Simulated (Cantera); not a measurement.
A freely propagating, adiabatic, planar premixed flame of 46.9 % H2, 11.2 % O2, 42.0 % N2, unburnt at 523 K and 3.10 bar; mixture-averaged transport, grid criteria slope 0.08 and curve 0.16, no radiation.

Detailed kinetics in Cantera: the H2/O2 subset of GRI-Mech 3.0, which has no nitrogen chemistry. The hydrogen kinetics of GRI-Mech 3.0 are dated; newer H2 mechanisms differ, most at raised pressure. Burning velocities carry a grid error of a few per cent, more on coarse grids.

### Question
Predict: laminar burning velocity; thermal thickness; peak x(O); peak x(H2O2); peak x(OH).

### Answer
| Quantity | Value |
|---|---|
| laminar burning velocity | 724 cm/s |
| thermal thickness | 0.0991 mm |
| peak x(O) | 0.00257 |
| peak x(H2O2) | 4.40e-5 |
| peak x(OH) | 0.00381 |
